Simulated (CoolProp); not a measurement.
Vapour-liquid equilibrium of CH2F2 (R32) (1) + R152A (2) at 44.15 °C; x and y are mole fractions of (1).

Values from CoolProp's multi-fluid Helmholtz-energy mixture model, Tillner-Roth 1997 and Outcalt 1996; pair parameters Bell 2016.

```csv
x,bubble pressure (bar),y at the bubble point,dew pressure at overall composition x (bar),liquid density (mol/L)
0.05,10.91,0.102,…,13.00
0.2,…,0.344,11.77,…
0.35,15.67,0.523,13.33,…
0.5,18.15,0.665,…,14.63
0.65,20.75,…,17.87,15.23
0.8,23.48,0.882,21.22,15.86
0.95,26.38,0.972,25.63,16.53
```

**Question.** What belongs in the gaps?

**Answer.** 
- 0.05, dew pressure at overall composition x (bar): 10.51
- 0.2, bubble pressure (bar): 13.26
- 0.2, liquid density (mol/L): 13.51
- 0.35, liquid density (mol/L): 14.05
- 0.5, dew pressure at overall composition x (bar): 15.31
- 0.65, y at the bubble point: 0.781

No azeotrope shows between x = 0.05 and 0.95.

Pair parameters are fitted to limited data, so mixtures are less certain than the pure fluids.
